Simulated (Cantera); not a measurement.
Feed: 1 mol SiH2Cl2, 0.1 mol NO, held at 1500 K and 19.0 Pa.

Equilibrium computed with Cantera from the NASA thermochemical tables; the gas is ideal and each condensed phase is pure. The tables' values for SiCl3, SiCl are old estimates; treat these amounts as uncertain. The numbers say what is thermodynamically allowed, not how fast it happens.

| species | before | after |
|---|---|---|
| H2 | 0.365 | 0.645 |
| SiCl4 | 0.000150 | 0.314 |
| HCl | 0.202 | 0.0240 |
| SiCl2 | 0.358 | 0.00106 |
| SiO | 0.0466 | 1.52e-9 |
| N2 | 0.0233 | <1e-9 |
| SiHCl3 | 2.80e-5 | 0.0137 |
| H | 0.000771 | 1.12e-9 |
| Cl | 0.000344 | <1e-9 |
| SiCl | 0.000186 | <1e-9 |
| Si | 5.54e-5 | <1e-9 |
| SiH2Cl2 | 8.34e-7 | 5.25e-5 |
| SiCl3 | 0.00411 | 0.00214 |
| Si(s), mol | 0.121 | 0.377 |
| SiO2(β-quartz), mol | 0 | 0.0250 |
| Si2N2O(s), mol | 0 | 0.0500 |
Gas species are given as mole fractions.

**Question.** Which change was made?
A. NO from 0.1 to 4.5 mol
B. temperature from 1500 K to 1598 K
C. temperature from 1500 K to 848.15 K
D. NO from 0.1 to 0.41 mol

**Answer.** C, temperature from 1500 K to 848.15 K. The tables' values for SiCl3 are old estimates; treat these amounts as uncertain
